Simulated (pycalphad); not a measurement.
CALPHAD calculation (pycalphad, COST 507 light-alloy database (1999)), 1 atm. The data set is of 1999 and partly superseded. Amounts are mole fractions of atoms. Kinetics are ignored, which matters at the lower temperatures.

Give the equilibrium state of Si-89.94Cu (wt.%) at 577 °C.

CU4SI_EPSILON, fraction 0.950, with 90.1 Cu wt.%; CU19SI6_ETA, fraction 0.050, with 87.8 Cu wt.%.

Give the equilibrium state of Si-89.94Cu (wt.%) at 277 °C.

CU19SI6_ETA, fraction 0.796, with 87.8 Cu wt.%; fcc, fraction 0.204, with 97.5 Cu wt.%.

Database names, with the compositions (at.%) that they take in these runs: CU4SI_EPSILON: Cu 80 Si 20; CU19SI6_ETA: Cu 76 Si 24.
